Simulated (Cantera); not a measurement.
Feed: 1 mol CO, 88 mol H2, 11 mol N2, at 1.33 mbar.

Cantera equilibrium calculation (NASA polynomials, part measured and part estimated; ideal gas, pure solids and liquids). Candidate condensed phases: C, C6H6, C7H8, C8H18, H2O; 136 gas species. Equilibrium is a limit: real reactors are often held back by kinetics, nucleation or transport. All values below are at 300 °C.

Base state: H2 0.867, N2 0.112, CH4 0.0102, H2O 0.0102, NH3 2.44e-5 (mole fractions); condensed: gas only.

**Question.** What changes in the equilibrium state with this change: CO replaced by CH4?

**Answer.** 
```
species   before    after
-------  -------  -------
H2         0.867    0.880
N2         0.112    0.110
CH4       0.0102   0.0100
H2O       0.0102        0
NH3      2.44e-5  2.46e-5
```

**Question.** What changes in the equilibrium state with this change: H2 from 88 to 2.8 mol?

**Answer.** 
```json
[
 {"species": "N2", "before": "0.112", "after": "0.786"},
 {"species": "H2", "before": "0.867", "after": "0.155"},
 {"species": "H2O", "before": "0.0102", "after": "0.0323"},
 {"species": "CO2", "before": "2.88e-6", "after": "0.0185"},
 {"species": "CH4", "before": "0.0102", "after": "0.00656"},
 {"species": "CO", "before": "5.99e-6", "after": "0.00216"},
 {"species": "NH3", "before": "2.44e-5", "after": "4.85e-6"},
 {"species": "C(graphite), mol", "before": "0", "after": "0.619"}
]
```
